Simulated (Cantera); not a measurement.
## Equilibrium for fluorocarbon and chlorocarbon gases: CH3F + H2

Input: 1 mol CH3F, 3.2 mol H2, equilibrated at 10.0 Torr.

Method: chemical equilibrium by Gibbs-energy minimisation in Cantera with the NASA 1993 tables (ideal gas, pure condensed phases). Candidate condensed phases: C, C6H6, C7H8, C8H18; 95 gas species. Equilibrium is a limit: real reactors are often held back by kinetics, nucleation or transport.

```json
[
 {"T (°C)": "2727", "x H": "0.619", "x H2": "0.205", "x HF": "0.124", "x C3": "0.0234", "x C": "0.00380", "x C2H2 (acetylene)": "0.0127", "x F": "0.00231", "n C(graphite)": "0.0342"},
 {"T (°C)": "2752", "x H": "0.639", "x H2": "0.187", "x HF": "0.121", "x C3": "0.0249", "x C": "0.00450", "x C2H2 (acetylene)": "0.0109", "x F": "0.00267", "n C(graphite)": "0"},
 {"T (°C)": "2777", "x H": "0.658", "x H2": "0.171", "x HF": "0.118", "x C3": "0.0252", "x C": "0.00522", "x C2H2 (acetylene)": "0.00909", "x F": "0.00308", "n C(graphite)": "0"},
 {"T (°C)": "2802", "x H": "0.676", "x H2": "0.156", "x HF": "0.116", "x C3": "0.0254", "x C": "0.00604", "x C2H2 (acetylene)": "0.00752", "x F": "0.00355", "n C(graphite)": "0"},
 {"T (°C)": "2827", "x H": "0.692", "x H2": "0.141", "x HF": "0.113", "x C3": "0.0254", "x C": "0.00696", "x C2H2 (acetylene)": "0.00618", "x F": "0.00409", "n C(graphite)": "0"},
 {"T (°C)": "2852", "x H": "0.707", "x H2": "0.128", "x HF": "0.111", "x C3": "0.0253", "x C": "0.00798", "x C2H2 (acetylene)": "0.00507", "x F": "0.00471", "n C(graphite)": "0"},
 {"T (°C)": "2877", "x H": "0.721", "x H2": "0.116", "x HF": "0.108", "x C3": "0.0250", "x C": "0.00911", "x C2H2 (acetylene)": "0.00413", "x F": "0.00542", "n C(graphite)": "0"},
 {"T (°C)": "2902", "x H": "0.734", "x H2": "0.104", "x HF": "0.106", "x C3": "0.0246", "x C": "0.0104", "x C2H2 (acetylene)": "0.00336", "x F": "0.00624", "n C(graphite)": "0"},
 {"T (°C)": "2927", "x H": "0.746", "x H2": "0.0939", "x HF": "0.104", "x C3": "0.0242", "x C": "0.0118", "x C2H2 (acetylene)": "0.00272", "x F": "0.00716", "n C(graphite)": "0"},
 {"T (°C)": "2952", "x H": "0.756", "x H2": "0.0844", "x HF": "0.101", "x C3": "0.0236", "x C": "0.0133", "x C2H2 (acetylene)": "0.00220", "x F": "0.00820", "n C(graphite)": "0"},
 {"T (°C)": "2977", "x H": "0.765", "x H2": "0.0758", "x HF": "0.0988", "x C3": "0.0229", "x C": "0.0149", "x C2H2 (acetylene)": "0.00177", "x F": "0.00938", "n C(graphite)": "0"},
 {"T (°C)": "3002", "x H": "0.774", "x H2": "0.0680", "x HF": "0.0962", "x C3": "0.0221", "x C": "0.0168", "x C2H2 (acetylene)": "0.00142", "x F": "0.0107", "n C(graphite)": "0"},
 {"T (°C)": "3027", "x H": "0.781", "x H2": "0.0609", "x HF": "0.0936", "x C3": "0.0213", "x C": "0.0187", "x C2H2 (acetylene)": "0.00114", "x F": "0.0122", "n C(graphite)": "0"}
]
```
x: gas mole fraction; n: condensed amount in mol.

At 2727 °C the condensed part is C(graphite). From 2752 °C to 3027 °C nothing is condensed. The main C-bearing gas is C3 throughout.
